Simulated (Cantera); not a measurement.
Reactions in the system C-Cl-H-Ti

Cantera with NASA thermochemical tables; ideal gases at 1 bar, condensed phases pure. Values are per mole of reaction as written; species without (g) are pure solids or liquids, kept so even where they would boil at 1 bar.

3 C3H8(g) + 4 TiCl3(g) + 3 CH4(g) ⇌ 12 CH3Cl(g) + 4 Ti

```json
[
 {"T (K)": "300", "ΔH° (kJ)": "1711.5", "ΔS° (J/K)": "296.6", "ΔG° (kJ)": "1622.5", "log10 K": "-282.49", "condensed phases": "Ti(α)"},
 {"T (K)": "1273", "ΔH° (kJ)": "1708.9", "ΔS° (J/K)": "277.6", "ΔG° (kJ)": "1355.5", "log10 K": "-55.62", "condensed phases": "Ti(β)"},
 {"T (K)": "1473", "ΔH° (kJ)": "1705.4", "ΔS° (J/K)": "275.1", "ΔG° (kJ)": "1300.2", "log10 K": "-46.11", "condensed phases": "Ti(β)"},
 {"T (K)": "1673", "ΔH° (kJ)": "1704.3", "ΔS° (J/K)": "274.4", "ΔG° (kJ)": "1245.3", "log10 K": "-38.88", "condensed phases": "Ti(β)"},
 {"T (K)": "1873", "ΔH° (kJ)": "1705.8", "ΔS° (J/K)": "275.2", "ΔG° (kJ)": "1190.4", "log10 K": "-33.20", "condensed phases": "Ti(β)"},
 {"T (K)": "2073", "ΔH° (kJ)": "1771.2", "ΔS° (J/K)": "308.7", "ΔG° (kJ)": "1131.2", "log10 K": "-28.50", "condensed phases": "Ti(l)"},
 {"T (K)": "2273", "ΔH° (kJ)": "1780.0", "ΔS° (J/K)": "312.8", "ΔG° (kJ)": "1069.0", "log10 K": "-24.57", "condensed phases": "Ti(l)"}
]
```
